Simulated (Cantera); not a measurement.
Feed: 1 mol Si, 0.024 mol O₂, 41 mol N₂, equilibrated at 750 Torr.

These are equilibrium values from Cantera (NASA tables, ideal gas, pure condensed phases), not measurements of a reactor. Candidate condensed phases: Si, SiO₂, Si₂N₂O, Si₃N₄; 16 gas species. Mutual solubility and eutectic melting of coexisting phases are not modelled. The tables' values for SiN are old estimates; treat these amounts as uncertain. The numbers say what is thermodynamically allowed, not how fast it happens.

log p: log10 of the partial pressure in bar; n: condensed amount in mol.

| T (K) | log p N₂ | log p SiO | log p Si | log p SiN | n Si₂N₂O(s) | n Si₃N₄(s) |
|---|---|---|---|---|---|---|
| 1525 | 0.00 | -7.17 | -10.47 | -10.40 | 0.0480 | 0.301 |
| 1575 | 0.00 | (withheld) | (withheld) | -9.74 | 0.0480 | 0.301 |
| 1625 | 0.00 | -5.96 | -9.01 | -9.12 | 0.0480 | 0.301 |
| 1675 | 0.00 | -5.41 | -8.35 | -8.54 | 0.0478 | 0.301 |
| 1725 | 0.00 | -4.89 | -7.73 | -7.99 | 0.0475 | 0.302 |
| 1775 | 0.00 | -4.40 | -7.15 | -7.47 | 0.0464 | 0.302 |
| 1825 | 0.00 | (withheld) | (withheld) | -6.98 | 0.0434 | 0.303 |
| 1875 | 0.00 | -3.51 | -6.07 | -6.52 | 0.0354 | 0.306 |
| 1925 | 0.00 | -3.10 | -5.58 | -6.08 | 0.0155 | 0.312 |
| 1975 | 0.00 | -2.93 | -5.11 | -5.67 | 0 | 0.317 |
| 2025 | 0.00 | -2.93 | -4.66 | -5.27 | 0 | 0.317 |
| 2075 | 0.00 | -2.93 | -4.24 | -4.90 | 0 | 0.316 |
| 2125 | 0.00 | -2.93 | -3.84 | -4.54 | 0 | 0.314 |

Some entries are withheld; supply them.


- 1575, log p SiO: -6.55
- 1575, log p Si: -9.72
- 1825, log p SiO: -3.94
- 1825, log p Si: -6.60
